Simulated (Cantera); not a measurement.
Diamond growth

A diamond (100) surface in a fixed gas of H2 with x(CH4) = 0.0037, x(H) = 0.00071, at 1225 K, 1700 Pa; coverages are run to steady state.

Model: the Harris–Goodwin 1993 mechanism for the reconstructed diamond (100) surface, integrated in Cantera.

| x(CH3) | growth (µm/h) | θ c6HH | θ c6H* | θ c6*H | θ c6** | θ c6HM |
|---|---|---|---|---|---|---|
| 1e-06 | 0.00107 | 0.464 | 0.0389 | 0.475 | 0.0216 | 3.09e-6 |
| 2.8e-06 | 0.00299 | 0.464 | 0.0389 | 0.475 | 0.0216 | 8.66e-6 |
| 8e-06 | 0.00854 | 0.464 | 0.0389 | 0.475 | 0.0216 | 2.47e-5 |
| 2.3e-05 | 0.0245 | 0.464 | 0.0389 | 0.475 | 0.0215 | 7.10e-5 |
| 6.4e-05 | 0.0676 | 0.464 | 0.0389 | 0.475 | 0.0213 | 0.000197 |
| 0.00018 | 0.186 | 0.464 | 0.0388 | 0.474 | 0.0208 | 0.000550 |
| 0.00051 | 0.495 | 0.462 | 0.0387 | 0.472 | 0.0194 | 0.00152 |
| 0.0014 | 1.18 | 0.459 | 0.0383 | 0.467 | 0.0165 | 0.00398 |
| 0.0041 | 2.49 | 0.452 | 0.0375 | 0.458 | 0.0113 | 0.0106 |
θ: site fractions in the mechanism's names (c6HH fully hydrogenated, c6H* and c6*H radical sites, c6** diradical, c6HM methylated).
